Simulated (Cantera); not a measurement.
An adiabatic, constant-volume homogeneous reactor starts with CO : H2 : O2 : N2 = 1 : 0.17 : 0.244 : 0.916 (molar parts), equivalence ratio 2.4, at 975 K and 61000 Pa. Integrator tolerance rtol = 1e-08.

Cantera simulation using GRI-Mech 3.0 (53 species, 325 reactions); the numbers are that mechanism's predictions, not measurements.

Question: What does this change do: pressure from 61000 Pa to 48000 Pa?

Answer: 
```
quantity                                                            before                                    after
---------------------------------  ---------------------------------------  ---------------------------------------
time of steepest temperature rise                                 0.749 ms                                 0.825 ms
temperature at 0.400 s                                              2739 K                                   2725 K
equilibrium temperature                                             2739 K                                   2725 K
x(CO) at 0.400 s                       0.315 (gas-phase equilibrium 0.315)      0.315 (gas-phase equilibrium 0.315)
x(H2) at 0.400 s                     0.0167 (gas-phase equilibrium 0.0167)    0.0167 (gas-phase equilibrium 0.0167)
x(O2) at 0.400 s                   0.00227 (gas-phase equilibrium 0.00227)  0.00253 (gas-phase equilibrium 0.00253)
x(O) at 0.400 s                    0.00164 (gas-phase equilibrium 0.00164)  0.00184 (gas-phase equilibrium 0.00184)
x(HO2) at 0.400 s                  7.14e-7 (gas-phase equilibrium 7.14e-7)  7.03e-7 (gas-phase equilibrium 7.03e-7)
x(H2O) at 0.400 s                    0.0573 (gas-phase equilibrium 0.0573)    0.0568 (gas-phase equilibrium 0.0568)
x(NO) at 0.400 s                   0.00261 (gas-phase equilibrium 0.00261)  0.00269 (gas-phase equilibrium 0.00269)
```

Question: What does this change do: initial temperature 975 to 1475 K?

Answer: 
| quantity | before | after |
|---|---|---|
| time of steepest temperature rise | 0.749 ms | 43.2 µs |
| temperature at 0.400 s | 2739 K | 2882 K |
| equilibrium temperature | 2739 K | 2882 K |
| x(CO) at 0.400 s | 0.315 (gas-phase equilibrium 0.315) | 0.327 (gas-phase equilibrium 0.327) |
| x(H2) at 0.400 s | 0.0167 (gas-phase equilibrium 0.0167) | 0.0165 (gas-phase equilibrium 0.0165) |
| x(O2) at 0.400 s | 0.00227 (gas-phase equilibrium 0.00227) | 0.00741 (gas-phase equilibrium 0.00741) |
| x(O) at 0.400 s | 0.00164 (gas-phase equilibrium 0.00164) | 0.00614 (gas-phase equilibrium 0.00614) |
| x(HO2) at 0.400 s | 7.14e-7 (gas-phase equilibrium 7.14e-7) | 1.99e-6 (gas-phase equilibrium 1.99e-6) |
| x(H2O) at 0.400 s | 0.0573 (gas-phase equilibrium 0.0573) | 0.0499 (gas-phase equilibrium 0.0499) |
| x(NO) at 0.400 s | 0.00261 (gas-phase equilibrium 0.00261) | 0.00568 (gas-phase equilibrium 0.00568) |
